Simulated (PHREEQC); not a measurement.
A solution holds 1.4 mmol/kgw CaCl2, 0.32 mmol/kgw Na2SO4 and 10 mmol/kgw MgSO4, at 25 °C. Closed to the air; pH follows from the charge balance.

All values are PHREEQC results (Pitzer model, pitzer.dat), not measurements.

The ionic strength comes out as 0.0452 mol/kgw. What activity coefficients do Ca+2, SO4-2, Cl-, Mg+2, Na+ get?

Ca+2 0.38, SO4-2 0.38, Cl- 0.82, Mg+2 0.43, Na+ 0.84. Single-ion values are on the MacInnes scale.

No solid was allowed to form. Species that the database lacks are ignored.
